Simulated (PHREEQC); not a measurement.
Dissolve 0.15 mol/kgw ZnSO4 and 0.18 mol/kgw H2SO4 at 20 °C. It is in equilibrium with CO2 at log p = -3.4 (atm). Otherwise closed; pH follows from the charge balance.

Equilibrium calculation in PHREEQC: ion-association model, wateq4f.dat.

Each row changes one thing in this solution. Precipitation was switched off in this run.

```json
[
 {"case": "as made", "pH": "0.89", "ionic strength (mol/kgw)": "0.492", "HSO4- (mol/kgw)": "0.192", "Zn+2 (mol/kgw)": "0.0837", "SO4-2 (mol/kgw)": "0.0543", "ZnSO4 (mol/kgw)": "0.0485", "SI of Goslarite (ZnSO4:7H2O)": "-1.65", "SI of Zincite(c) (ZnO)": "-11.31"},
 {"case": "H2SO4 replaced by Li2SO4 at the same molality", "pH": "5.59", "ionic strength (mol/kgw)": "0.650", "HSO4- (mol/kgw)": "9.17e-6", "Zn+2 (mol/kgw)": "0.0469", "SO4-2 (mol/kgw)": "0.141", "ZnSO4 (mol/kgw)": "0.0562", "SI of Goslarite (ZnSO4:7H2O)": "-1.57", "SI of Zincite(c) (ZnO)": "(withheld)"},
 {"case": "diluted 5-fold with water", "pH": "1.46", "ionic strength (mol/kgw)": "0.117", "HSO4- (mol/kgw)": "0.0298", "Zn+2 (mol/kgw)": "0.0170", "SO4-2 (mol/kgw)": "0.0212", "ZnSO4 (mol/kgw)": "0.0109", "SI of Goslarite (ZnSO4:7H2O)": "-2.31", "SI of Zincite(c) (ZnO)": "-10.67"},
 {"case": "temperature from 20 to 85 °C", "pH": "1.12", "ionic strength (mol/kgw)": "0.462", "HSO4- (mol/kgw)": "(withheld)", "Zn+2 (mol/kgw)": "0.110", "SO4-2 (mol/kgw)": "0.0268", "ZnSO4 (mol/kgw)": "0.0357", "SI of Goslarite (ZnSO4:7H2O)": "-2.41", "SI of Zincite(c) (ZnO)": "-7.83"},
 {"case": "H2SO4 from 0.18 to 0.018 mol/kgw", "pH": "1.90", "ionic strength (mol/kgw)": "0.306", "HSO4- (mol/kgw)": "0.0198", "Zn+2 (mol/kgw)": "0.0729", "SO4-2 (mol/kgw)": "0.0496", "ZnSO4 (mol/kgw)": "0.0556", "SI of Goslarite (ZnSO4:7H2O)": "-1.59", "SI of Zincite(c) (ZnO)": "-9.30"},
 {"case": "temperature from 20 to 80 °C", "pH": "1.10", "ionic strength (mol/kgw)": "0.462", "HSO4- (mol/kgw)": "0.254", "Zn+2 (mol/kgw)": "0.108", "SO4-2 (mol/kgw)": "(withheld)", "ZnSO4 (mol/kgw)": "0.0374", "SI of Goslarite (ZnSO4:7H2O)": "-2.35", "SI of Zincite(c) (ZnO)": "-8.07"},
 {"case": "H2SO4 replaced by KHSO4 at the same molality", "pH": "1.30", "ionic strength (mol/kgw)": "(withheld)", "HSO4- (mol/kgw)": "0.114", "Zn+2 (mol/kgw)": "0.0652", "SO4-2 (mol/kgw)": "0.0847", "ZnSO4 (mol/kgw)": "0.0546", "SI of Goslarite (ZnSO4:7H2O)": "-1.59", "SI of Zincite(c) (ZnO)": "-10.62"}
]
```

Problem. What belongs in the gaps?

Solution. 
- H2SO4 replaced by Li2SO4 at the same molality, SI of Zincite(c) (ZnO): -2.20
- temperature from 20 to 85 °C, HSO4- (mol/kgw): 0.259
- temperature from 20 to 80 °C, SO4-2 (mol/kgw): 0.0286
- H2SO4 replaced by KHSO4 at the same molality, ionic strength (mol/kgw): 0.540

Away from 25 °C the constants follow the database's enthalpies or fits; those with neither stay at their 25 °C values.
